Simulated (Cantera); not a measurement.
A closed system holds: 1 mol V, 7.5 mol O₂, 1.4 mol N₂.

Method: chemical equilibrium by Gibbs-energy minimisation in Cantera with the NASA 1993 tables (ideal gas, pure condensed phases). Candidate condensed phases: V, VN, VO, V₂O₃, V₂O₄, V₂O₅; 13 gas species. Condensed phases not in the tables: the oxides between V₂O₃ and V₂O₅ other than VO₂. Gases not in the tables: V₄O₁₀. Equilibrium is a limit: real reactors are often held back by kinetics, nucleation or transport.

Stable condensed phases, one row left out:

```
T in K \ P in Pa
            0.10     1.5      22     320    4600   68000 1000000
   2125        A       A       A       A       B       B       C
   2050        A       A       A       A       B       B       C
   1975        A       A       A       B       B       B       C
   1825        A       A       A       B       B       C       C
   1750        A       A       B       B       B       C       C
   1675        A       A       B       B       B       C       C
   1600        A       B       B       B       B       C       C
   1525        A       B       B       B       C       C       C
   1450        B       B       B       B       C       C       C
   1375        B       B       B       B       C       C       C
   1300        B       B       B       B       C       C       C
   1225        B       B       B       B       C       C       C
   1150        B       B       B       C       C       C       C
```

A: gas only; B: V₂O₄; C: V₂O₅.

**Question.** Give the row for 1900 K.

**Answer.** 0.10: gas only; 1.5: gas only; 22: gas only; 320: V₂O₄; 4600: V₂O₄; 68000: V₂O₅; 1000000: V₂O₅.
